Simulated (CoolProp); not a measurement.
Saturation properties of n-pentane (Tc = 469.7 K, pc = 3.368 MPa, ω = 0.251).

Computed with CoolProp (reference Helmholtz-energy equation of state, Thol 2019).

```json
[
 {"T (K)": "334.5", "p (MPa)": "0.2231", "enthalpy of vaporisation (kJ/kg)": "336.1", "liquid cp (kJ/(kg K))": "2.498", "surface tension (mN/m)": "11.5", "vapour viscosity (µPa s)": "7.37"},
 {"T (K)": "339.7", "p (MPa)": "0.2581", "enthalpy of vaporisation (kJ/kg)": "331.3", "liquid cp (kJ/(kg K))": "2.527", "surface tension (mN/m)": "11.0", "vapour viscosity (µPa s)": "7.46"},
 {"T (K)": "344.8", "p (MPa)": "0.2964", "enthalpy of vaporisation (kJ/kg)": "326.5", "liquid cp (kJ/(kg K))": "2.557", "surface tension (mN/m)": "?", "vapour viscosity (µPa s)": "7.54"},
 {"T (K)": "349.9", "p (MPa)": "0.3388", "enthalpy of vaporisation (kJ/kg)": "321.5", "liquid cp (kJ/(kg K))": "2.587", "surface tension (mN/m)": "9.91", "vapour viscosity (µPa s)": "7.63"},
 {"T (K)": "355.1", "p (MPa)": "0.3867", "enthalpy of vaporisation (kJ/kg)": "316.2", "liquid cp (kJ/(kg K))": "2.618", "surface tension (mN/m)": "9.38", "vapour viscosity (µPa s)": "7.71"},
 {"T (K)": "360.2", "p (MPa)": "0.4384", "enthalpy of vaporisation (kJ/kg)": "310.9", "liquid cp (kJ/(kg K))": "2.651", "surface tension (mN/m)": "8.86", "vapour viscosity (µPa s)": "7.79"},
 {"T (K)": "365.4", "p (MPa)": "?", "enthalpy of vaporisation (kJ/kg)": "305.3", "liquid cp (kJ/(kg K))": "2.685", "surface tension (mN/m)": "8.33", "vapour viscosity (µPa s)": "7.86"},
 {"T (K)": "370.5", "p (MPa)": "0.5585", "enthalpy of vaporisation (kJ/kg)": "299.6", "liquid cp (kJ/(kg K))": "2.720", "surface tension (mN/m)": "7.82", "vapour viscosity (µPa s)": "7.94"},
 {"T (K)": "375.6", "p (MPa)": "0.6264", "enthalpy of vaporisation (kJ/kg)": "293.6", "liquid cp (kJ/(kg K))": "2.756", "surface tension (mN/m)": "7.32", "vapour viscosity (µPa s)": "8.01"},
 {"T (K)": "380.8", "p (MPa)": "0.7017", "enthalpy of vaporisation (kJ/kg)": "287.4", "liquid cp (kJ/(kg K))": "2.795", "surface tension (mN/m)": "6.81", "vapour viscosity (µPa s)": "8.08"},
 {"T (K)": "385.9", "p (MPa)": "0.7819", "enthalpy of vaporisation (kJ/kg)": "281.0", "liquid cp (kJ/(kg K))": "2.836", "surface tension (mN/m)": "6.32", "vapour viscosity (µPa s)": "?"},
 {"T (K)": "391", "p (MPa)": "0.8688", "enthalpy of vaporisation (kJ/kg)": "274.3", "liquid cp (kJ/(kg K))": "2.879", "surface tension (mN/m)": "5.84", "vapour viscosity (µPa s)": "8.22"},
 {"T (K)": "396.2", "p (MPa)": "0.9645", "enthalpy of vaporisation (kJ/kg)": "267.1", "liquid cp (kJ/(kg K))": "2.926", "surface tension (mN/m)": "5.35", "vapour viscosity (µPa s)": "8.30"}
]
```

Q: Complete the blanks.

A: 
- 344.8, surface tension (mN/m): 10.4
- 365.4, p (MPa): 0.4963
- 385.9, vapour viscosity (µPa s): 8.15

It boils at 309.2 K under 1 atm.

Viscosity comes from a separate model (Quiñones-Cisneros 2006), older than the equation that it now runs on, and unchecked against measurements. Surface tension comes from a separate correlation (Mulero 2012).
